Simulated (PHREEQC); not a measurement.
**Nickel, zinc or cadmium bath**

Solution (45 °C): 0.00022 mol/kgw CdCl2 and 8.4e-06 mol/kgw FeSO4. Closed to the air; pH follows from the charge balance.

The numbers come from PHREEQC with the ion-association model, wateq4f.dat.

Precipitation was switched off in this run.

Question: Predict the pH.

Answer: pH 6.47.

Question: In which forms is S present?

Answer: SO4-2 95 %, CdSO4 5.1 % of the S.

At this temperature some constants are extrapolated from 25 °C, and those without enthalpy data are left unchanged.
